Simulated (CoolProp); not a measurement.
Hydrogen sulfide along the isotherm 268.5 K: density (kg/m³) from the reference equation and from simpler models built on Tc = 373.1 K, pc = 89.99 bar, ω = 0.101; each cubic takes its own stable root.

Values from CoolProp's reference Helmholtz-energy equation of state, Lemmon 2006. It is a short technical equation, of lower accuracy than the large ones.

```csv
p (bar),phase,reference
3.21,gas,5.076
6.43,gas,10.58
9.64,liquid,843.1
12.9,liquid,843.7
16.1,liquid,844.3
19.3,liquid,844.9
22.5,liquid,845.5
25.7,liquid,846.0
28.9,liquid,846.6
32.1,liquid,847.2
35.4,liquid,847.7
38.6,liquid,848.3
41.8,liquid,848.9
45,liquid,849.4
```

### Question
How far does each simpler model (van der Waals, Redlich-Kwong, Peng-Robinson) lie from the reference over these 14 states: mean and median of the absolute difference, and the worst?

### Answer
- van der Waals: mean 47.5 %, median 34.2 %, worst -98.1 % at 268.5 K and 9.64 bar
- Redlich-Kwong: mean 10.9 %, median 4.9 %, worst -98.1 % at 268.5 K and 9.64 bar
- Peng-Robinson: mean 7.6 %, median 8.8 %, worst +8.9 % at 268.5 K and 45 bar

At some of these states van der Waals, Redlich-Kwong gives the other phase, because its saturation line lies elsewhere.
